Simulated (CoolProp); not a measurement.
A single-stage vapour-compression cycle with R124: evaporating at 283.15 K (dew point), condensing at 318.15 K (bubble point), superheat 0 K, subcooling 5 K, compressor efficiency 0.7, no pressure losses. Each further row changes one setting.

Values from CoolProp's reference Helmholtz-energy equation of state, de Vries 1995.

| case | cooling COP | pressure ratio | discharge temperature (K) | refrigerating effect (kJ/kg) | volumetric capacity (kJ/m³) |
|---|---|---|---|---|---|
| as stated | 4.93 | 2.90 | 324.1 | 121 | 1780 |
| evaporating temperature 288.15 K | 5.99 | 2.45 | 323.0 | 124 | 2140 |
| condensing temperature 313.15 K | 5.92 | 2.53 | 318.6 | 127 | 1860 |
| subcooling 10 K | 5.17 | 2.90 | 324.1 | 127 | 1860 |
| superheat 10 K | 4.99 | 2.90 | 334.3 | 128 | 1800 |
| compressor efficiency 0.6 | 4.23 | 2.90 | 328.8 | 121 | 1780 |
